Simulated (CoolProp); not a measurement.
Vapour-liquid equilibrium of R134a (1) + R123 (2) at 309.6 K; x and y are mole fractions of (1).

The numbers come from the multi-fluid Helmholtz-energy mixture model, Tillner-Roth 1994 and Younglove 1994; pair parameters Bell 2016 in CoolProp.

| x | bubble pressure (MPa) | y at the bubble point | dew pressure at overall composition x (MPa) | liquid density (mol/L) |
|---|---|---|---|---|
| 0.05 | 0.1851 | 0.282 | 0.1438 | 9.469 |
| 0.15 | 0.2786 | 0.556 | 0.1591 | (withheld) |
| 0.25 | 0.3673 | 0.690 | 0.1781 | 9.841 |
| 0.35 | 0.4502 | 0.770 | 0.2021 | 10.03 |
| 0.45 | 0.5275 | 0.824 | (withheld) | 10.22 |
| 0.55 | 0.6002 | 0.865 | 0.2755 | 10.42 |
| 0.65 | 0.6698 | 0.898 | 0.3356 | 10.62 |
| 0.75 | 0.7387 | 0.927 | 0.4265 | 10.83 |
| 0.85 | 0.8090 | (withheld) | 0.5722 | 11.04 |
| 0.95 | 0.8836 | 0.985 | 0.7949 | 11.27 |

### Question
Fill in the missing entries.

### Answer

- 0.15, liquid density (mol/L): 9.654
- 0.45, dew pressure at overall composition x (MPa): 0.2333
- 0.85, y at the bubble point: 0.956

No azeotrope shows between x = 0.05 and 0.95.

Pair parameters are fitted to limited data, so mixtures are less certain than the pure fluids.
